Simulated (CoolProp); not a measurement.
Model: reference Helmholtz-energy equation of state, Span 2000, in CoolProp.

Question: For nitrogen, give the phase and the isothermal compressibility (1/MPa), expansivity (1/kK), fugacity coefficient at -41.15 °C and 11300 kPa.

Answer: 
- -41.15 °C and 11300 kPa: supercritical; isothermal compressibility 0.0881, expansivity 6.47, fugacity coefficient 0.901
